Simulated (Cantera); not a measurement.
Input: 1 mol SiF₄, 0.14 mol O₂, 45 mol N₂, held at 1675 K and 1.33 mbar.

Method: chemical equilibrium by Gibbs-energy minimisation in Cantera with the NASA 1993 tables (ideal gas, pure condensed phases). Candidate condensed phases: Si, SiO₂, Si₂N₂O, Si₃N₄; 28 gas species. The tables' values for SiF₃ are old estimates; treat these amounts as uncertain. Rates play no part.

Problem. What is the equilibrium state?

Solution. 
```
Item                                  Value
--------------------------------  ---------
x(N₂)                                 0.975
x(SiF₄)                              0.0217
x(O₂)                               0.00284
x(NO)                              0.000341
x(O)                                4.98e-5
x(F)                                2.11e-5
x(SiF₃)                             1.97e-5
gas amount                        46.14 mol
log10 activity of Si(s) (absent)     -14.23
```
